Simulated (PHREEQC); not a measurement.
A solution holds 0.026 mol NaHSO4, 0.56 mol Na2HPO4 and 1.3 mol KCl per kg of water, at 25 °C. Closed to the air; pH follows from the charge balance.

Computed with PHREEQC (ion-association model, phreeqc.dat).

| quantity | before | after |
|---|---|---|
| pH | 7.62 | 7.36 |
| ionic strength (mol/kgw) | 2.56 | 1.97 |
| SO4-2 (mol/kgw) | 0.0103 | 0.0112 |
| NaSO4- (mol/kgw) | 0.00765 | 0.00461 |
| HSO4- (mol/kgw) | 2.03e-9 | 5.36e-9 |

Problem. Which change was made?
(A) Na2HPO4 from 0.56 to 0.056 mol/kgw
(B) temperature from 25 to 20 °C
(C) diluted 2-fold with water
(D) Na2HPO4 left out
(E) Na2HPO4 from 0.56 to 0.28 mol/kgw

Solution. E, Na2HPO4 from 0.56 to 0.28 mol/kgw

This is a speciation only: nothing precipitates in the calculation. The ionic strength passes 0.7 mol/kgw, the rough limit of the ion-association models, in every such run.
